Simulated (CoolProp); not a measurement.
The numbers come from the reference Helmholtz-energy equation of state, de Reuck 1990 in CoolProp.

### Question
Give the vapour pressure (MPa), liquid density (kg/m³), vapour Z of saturated fluorine at -183.15, -165.45 °C.

### Answer
| T (°C) | p (MPa) | liquid density (kg/m³) | vapour Z |
|---|---|---|---|
| -183.15 | 0.173 | 1470 | 0.950 |
| -165.45 | 0.761 | 1330 | 0.867 |
